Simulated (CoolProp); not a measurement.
The numbers come from the reference Helmholtz-energy equation of state, Thol 2015 in CoolProp.

Q: For octamethylcyclotetrasiloxane (D4), give the phase and the density (kg/m³), cv (kJ/(kg K)), speed of sound (m/s), Joule-Thomson coefficient (K/MPa) at 399.1 K and 0.101 MPa; 414.7 K and 0.101 MPa; 430.4 K and 0.101 MPa.

A: 
- 399.1 K and 0.101 MPa: liquid; density 831, cv 1.59, speed of sound 602, Joule-Thomson coefficient -0.255
- 414.7 K and 0.101 MPa: liquid; density 812, cv 1.63, speed of sound 558, Joule-Thomson coefficient -0.218
- 430.4 K and 0.101 MPa: liquid; density 791, cv 1.67, speed of sound 513, Joule-Thomson coefficient -0.174
